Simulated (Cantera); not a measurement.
A closed system holds: 1 mol KCl, 0.2 mol HCl, 1.5 mol H₂, held at 1950 K and 21.0 Pa.

Cantera equilibrium calculation (NASA polynomials, part measured and part estimated; ideal gas, pure solids and liquids). Candidate condensed phases: K, KCl; 10 gas species. The numbers say what is thermodynamically allowed, not how fast it happens.

Base state: H₂ 0.481, KCl 0.306, HCl 0.105, H 0.0548, K 0.0442, Cl 0.00901 (mole fractions); condensed: gas only.

Problem. What changes in the equilibrium state with this change: HCl from 0.2 to 0.58 mol?

Solution. 
| species | before | after |
|---|---|---|
| H₂ | 0.481 | 0.436 |
| KCl | 0.306 | 0.287 |
| HCl | 0.105 | 0.185 |
| K | 0.0442 | 0.0224 |
| Cl | 0.00901 | 0.0167 |
| H | 0.0548 | 0.0522 |

Problem. What changes in the equilibrium state with this change: temperature from 1950 K to 975 K?

Solution. 
| species | before | after |
|---|---|---|
| H₂ | 0.481 | 0.596 |
| KCl | 0.306 | 0.252 |
| HCl | 0.105 | 0.0795 |
| K₂Cl₂ | 1.53e-6 | 0.0727 |
| H | 0.0548 | 6.09e-8 |
| K | 0.0442 | 1.25e-7 |
| Cl | 0.00901 | 7.65e-9 |
